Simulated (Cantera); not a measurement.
## Equilibrium for silicon nitride deposition: SiH2Cl2 + N2 + H2

Charge: 1 mol SiH2Cl2, 0.57 mol N2, 12 mol H2.

These are equilibrium values from Cantera (NASA tables, ideal gas, pure condensed phases), not measurements of a reactor. Candidate condensed phases: NH4Cl, Si, Si3N4; 28 gas species. N2 is the only nitrogen source here; it is nearly inert below about 1500 K, so the nitride shown seldom forms there in practice. Mutual solubility and eutectic melting of coexisting phases are not modelled. The tables' values for SiCl3 are old estimates. Rates play no part.

### Question
Map the stable condensed phases over T = 477, 577, 677, 777, 877, 977, 1077, 1177, 1277, 1377, 1477 °C and P in Pa = 5, 13, 36, 98, 260, 710, 1900, 5100, 14000, 37000, 100000.

### Answer
```
T in °C \ P in Pa
              5     13     36     98    260    710   1900   5100  14000  37000 100000
   1477       A      A      A      A      A      A      A      A      B      C      C
   1377       A      A      A      A      A      A      B      B      C      C      C
   1277       A      A      A      A      A      B      C      C      C      C      C
   1177       A      A      A      B      C      C      C      C      C      C      C
   1077       B      B      C      C      C      C      C      C      C      C      C
    977       C      C      C      C      C      C      C      C      C      C      C
    877       C      C      C      C      C      C      C      C      C      C      C
    777       C      C      C      C      C      C      C      C      C      C      C
    677       C      C      C      C      C      C      C      C      C      C      C
    577       C      C      C      C      C      C      C      C      C      C      C
    477       C      C      C      C      C      C      C      C      C      C      C
```
A: Si; B: Si + Si3N4; C: Si3N4.
